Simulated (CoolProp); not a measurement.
Vapour-liquid equilibrium of ethylbenzene (1) + o-xylene (2) at 482.4 K; x and y are mole fractions of (1).

The numbers come from the multi-fluid Helmholtz-energy mixture model, Zhou 2012 and Zhou 2012; pair parameters Bell 2016 in CoolProp.

| x | bubble pressure (bar) | y at the bubble point | dew pressure at overall composition x (bar) | liquid density (mol/L) |
|---|---|---|---|---|
| 0.05 | 4.378 | 0.057 | … | 6.594 |
| 0.125 | … | 0.143 | 4.427 | 6.578 |
| 0.2 | 4.503 | 0.226 | 4.483 | 6.562 |
| 0.275 | 4.568 | 0.307 | 4.542 | 6.545 |
| 0.35 | 4.633 | 0.387 | 4.603 | 6.530 |
| 0.425 | 4.698 | 0.464 | 4.665 | 6.514 |
| 0.5 | 4.763 | 0.539 | 4.730 | 6.499 |
| 0.575 | 4.826 | 0.611 | 4.795 | … |
| 0.65 | 4.888 | 0.683 | … | 6.471 |
| 0.725 | … | 0.752 | 4.925 | 6.457 |
| 0.8 | … | … | … | 6.445 |
| 0.875 | 5.059 | 0.888 | 5.048 | 6.433 |
| 0.95 | 5.109 | 0.955 | 5.106 | 6.422 |

Question: Some entries are withheld; supply them.

Answer: 
- 0.05, dew pressure at overall composition x (bar): 4.373
- 0.125, bubble pressure (bar): 4.439
- 0.575, liquid density (mol/L): 6.485
- 0.65, dew pressure at overall composition x (bar): 4.860
- 0.725, bubble pressure (bar): 4.948
- 0.8, bubble pressure (bar): 5.005
- 0.8, y at the bubble point: 0.820
- 0.8, dew pressure at overall composition x (bar): 4.988

No azeotrope shows between x = 0.05 and 0.95.

The pair parameters rest on a limited set of measurements; away from them the model extrapolates.
